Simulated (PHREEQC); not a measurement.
H2SO4 is added in steps, without added water, to 1 kg of water holding 2.5 mmol/kgw HF and 0.37 mmol/kgw CaCl2, at 25 °C. Oxygen alone is held at its pressure in air (log pO2 = -0.68). The system is closed to CO2. Only these solids could form: Gypsum, Fluorite, Portlandite.

Base run: PHREEQC, ion-association model, wateq4f.dat. Each further column changes one thing. The table gives Ca in solution (mol/kgw).

```
H2SO4 added (mol)      base  database phreeqc.dat  Debye-Hückel limiting law  metal-ligand complexes left out  all activity coefficients set to 1
-----------------  --------  --------------------  -------------------------  -------------------------------  ----------------------------------
0                   7.04e-5               6.97e-5                    7.10e-5                          7.01e-5                             6.09e-5
0.00025             9.65e-5               9.54e-5                    9.74e-5                          9.40e-5                             8.36e-5
0.0005             0.000125              0.000124                   0.000127                         0.000120                            0.000109
0.000875           0.000172              0.000169                   0.000174                         0.000162                            0.000151
0.001125           0.000205              0.000201                   0.000207                         0.000191                            0.000181
0.001375           0.000238              0.000234                   0.000241                         0.000221                            0.000212
0.001625           0.000272              0.000267                   0.000275                         0.000251                            0.000243
0.002              0.000323              0.000317                   0.000327                         0.000296                            0.000291
0.00225            0.000357              0.000350                   0.000362                         0.000325                            0.000322
0.0025             0.000370              0.000370                   0.000370                         0.000355                            0.000354
```

 phreeqc.dat and wateq4f.dat share most of their constants, so their agreement is no independent check. Solids allowed in the column 'database phreeqc.dat': Anhydrite, Fluorite.
